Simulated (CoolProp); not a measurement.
Properties of CHF3 (R23) along the isotherm 238.8 K.

Model: reference Helmholtz-energy equation of state, Penoncello 2003, in CoolProp.

```csv
p (bar),phase,density (kg/m³)
9.06,liquid,1243
18.1,liquid,(withheld)
27.2,liquid,1253
36.2,liquid,(withheld)
45.3,liquid,(withheld)
54.4,liquid,(withheld)
63.4,liquid,(withheld)
72.5,liquid,(withheld)
```

Q: Complete the blanks.

A: 
- 18.1, density (kg/m³): 1248
- 36.2, density (kg/m³): 1258
- 45.3, density (kg/m³): 1263
- 54.4, density (kg/m³): 1268
- 63.4, density (kg/m³): 1272
- 72.5, density (kg/m³): 1276
